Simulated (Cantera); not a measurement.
An adiabatic, constant-volume homogeneous reactor starts with H₂ : O₂ : N₂ : NO = 1 : 0.943 : 10.4 : 0.015 (molar parts), at 1650 K and 3.75 atm.

Computed with Cantera and GRI-Mech 3.0 (53 species, 325 reactions). The hydrogen kinetics of GRI-Mech 3.0 are dated; newer H2 mechanisms differ, most at raised pressure.

One state of this run: T (K) = 2316; P (bar) = 5.13; x H₂ = 0.000453; x O₂ = 0.0338; x NO = 0.00688; x OH = 0.00298; x NO₂ = 6.82e-6; x N₂O = 9.10e-7. x: mole fraction; the columns are a selection and need not sum to one.

Question: Which value of t (s) does it belong to?
A) 2.00e-6
B) 0.724
C) 0.0421
D) 0.0102

Answer: B, 0.724
